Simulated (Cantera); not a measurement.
An isothermal, constant-pressure homogeneous reactor starts with 0.642 % C₂H₆, 96.3 % N₂, 3.02 % H₂O, at 1850 K and 4.58 Torr.

Cantera simulation using GRI-Mech 3.0 (53 species, 325 reactions); the numbers are that mechanism's predictions, not measurements. Radical loss at walls, strong at low pressure, is not modelled.

x: mole fraction; the columns are a selection and need not sum to one.

| t (s) | x C₂H₆ | x C₂H₂ | x CH₃ | x H | x CH₄ | x H₂ | x C₂H |
|---|---|---|---|---|---|---|---|
| 5.00e-5 | 0.00585 | 3.84e-10 | 0.00113 | 2.10e-6 | 2.19e-6 | 2.53e-7 | <1e-12 |
| 0.000129 | 0.00504 | 1.35e-8 | 0.00268 | 1.88e-5 | 1.39e-5 | 4.34e-6 | <1e-12 |
| 0.000335 | 0.00336 | 1.15e-6 | 0.00547 | 0.000204 | 8.04e-5 | 0.000103 | 1.52e-10 |
| 0.000865 | 0.000879 | 0.000167 | 0.00701 | 0.000996 | 0.000352 | 0.00145 | 1.78e-7 |
| 0.00224 | 1.51e-5 | 0.00201 | 0.00308 | 0.00125 | 0.000777 | 0.00653 | 2.46e-6 |
| 0.00579 | 3.56e-7 | 0.00417 | 0.000859 | 0.000745 | 0.000770 | 0.0110 | 2.69e-6 |
| 0.0150 | 6.52e-8 | 0.00501 | 0.000359 | 0.000435 | 0.000607 | 0.0130 | 1.73e-6 |
| 0.0387 | 1.96e-8 | 0.00516 | 0.000191 | 0.000280 | 0.000496 | 0.0139 | 1.10e-6 |
| 0.100 | 7.90e-9 | 0.00512 | 0.000119 | 0.000206 | 0.000425 | 0.0146 | 7.68e-7 |
| 0.259 | [?] | 0.00496 | [?] | 0.000186 | [?] | 0.0154 | [?] |
| 0.670 | 3.55e-9 | 0.00456 | 7.85e-5 | 0.000197 | 0.000334 | 0.0169 | 5.65e-7 |
| 1.73 | [?] | [?] | [?] | [?] | [?] | [?] | [?] |
| 4.48 | 1.45e-9 | 0.00221 | 4.91e-5 | 0.000253 | 0.000240 | 0.0249 | 2.40e-7 |
| 11.6 | 2.92e-10 | 0.000618 | 2.18e-5 | 0.000287 | 0.000113 | 0.0301 | 6.35e-8 |
| 30.0 | <1e-12 | 1.84e-5 | 1.23e-6 | 0.000284 | 6.96e-6 | 0.0323 | 1.73e-9 |

Question: Complete the blanks.

Answer: 
- 0.259, x C₂H₆: 4.64e-9
- 0.259, x CH₃: 9.01e-5
- 0.259, x CH₄: 0.000373
- 0.259, x C₂H: 6.36e-7
- 1.73, x C₂H₆: 2.65e-9
- 1.73, x C₂H₂: 0.00367
- 1.73, x CH₃: 6.73e-5
- 1.73, x H: 0.000220
- 1.73, x CH₄: 0.000304
- 1.73, x H₂: 0.0201
- 1.73, x C₂H: 4.30e-7
